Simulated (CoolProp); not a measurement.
Acetone along the isotherm 198.65 °C: Z from the reference equation and from simpler models built on Tc = 235.0 °C, pc = 4692 kPa, ω = 0.307; each cubic takes its own stable root.

Model: reference Helmholtz-energy equation of state, Lemmon 2006, in CoolProp. It is a short technical equation, of lower accuracy than the large ones.

```tsv
p (kPa)	phase	reference	van der Waals	Redlich-Kwong	Peng-Robinson
5210	liquid	0.1417	0.2605	0.1988	0.1690
10400	liquid	0.2673	0.4640	0.3566	0.3096
15600	liquid	0.3866	0.6575	0.5034	0.4409
20900	liquid	0.5037	0.8474	0.6458	0.5685
26100	liquid	0.6153	1.029	0.7808	0.6897
31300	liquid	0.7242	1.206	0.9120	0.8077
36500	liquid	0.8310	1.381	1.040	0.9233
41700	liquid	0.9359	1.553	1.167	1.037
46900	liquid	1.039	1.723	1.291	1.149
```
